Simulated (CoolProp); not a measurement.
Vapour-liquid equilibrium of CHF3 (R23) (1) + CH2F2 (R32) (2) at 1400 kPa; x and y are mole fractions of (1).

Values from CoolProp's multi-fluid Helmholtz-energy mixture model, Penoncello 2003 and Tillner-Roth 1997; pair parameters Bell 2016.

Q: Give the bubble temperature and the first vapour's composition at x = 0.05, 0.55, 0.95. Is there an azeotrope?

A: x = 0.05: 288.5 K, y = 0.104; x = 0.55: 266.5 K, y = 0.746; x = 0.95: 254.5 K, y = 0.978. No azeotrope shows between x = 0.05 and 0.95.

Pair parameters are fitted to limited data, so mixtures are less certain than the pure fluids.
